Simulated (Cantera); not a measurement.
# Gas-phase reforming

An isothermal, constant-pressure homogeneous reactor starts with 87.4 % CH4, 12.6 % H2O, at 2000 K and 5.00 bar.

Detailed kinetics in Cantera: GRI-Mech 3.0 (53 species, 325 reactions). GRI-Mech 3.0 stops at C3 and has no aromatics, soot or wall deposition, so with more carbon than oxygen in the feed, carbon stays in small species such as C2H2 where larger ones or solid carbon would form.

| t (s) | x CH4 | x H2O | x HCO | x HO2 | x H2 |
|---|---|---|---|---|---|
| 0.000800 | 0.0507 | 0.0608 | 2.05e-8 | <1e-12 | 0.664 |
| 0.00195 | 0.0304 | 0.0483 | 2.67e-8 | <1e-12 | 0.689 |
| 0.00477 | 0.0246 | 0.0298 | 4.29e-8 | <1e-12 | 0.707 |
| 0.0116 | 0.0217 | 0.0105 | 6.16e-8 | <1e-12 | 0.724 |
| 0.0284 | 0.0203 | 0.00102 | 7.12e-8 | <1e-12 | 0.732 |
| 0.0693 | 0.0201 | 5.46e-6 | 7.22e-8 | <1e-12 | 0.733 |
| 0.169 | 0.0201 | 1.54e-6 | 7.22e-8 | <1e-12 | 0.733 |
| 0.413 | 0.0201 | 1.54e-6 | 7.22e-8 | <1e-12 | 0.733 |
| 1.01 | 0.0201 | 1.54e-6 | 7.22e-8 | <1e-12 | 0.733 |
| 2.46 | 0.0201 | 1.54e-6 | 7.22e-8 | <1e-12 | 0.733 |
| 6.00 | 0.0201 | 1.54e-6 | 7.22e-8 | <1e-12 | 0.733 |
x: mole fraction; the columns are a selection and need not sum to one.

Equilibrium at this temperature and pressure: CH4 0.0201, H2O 1.55e-6, HCO 7.22e-8, HO2 <1e-12, H2 0.733 (gas phase only).
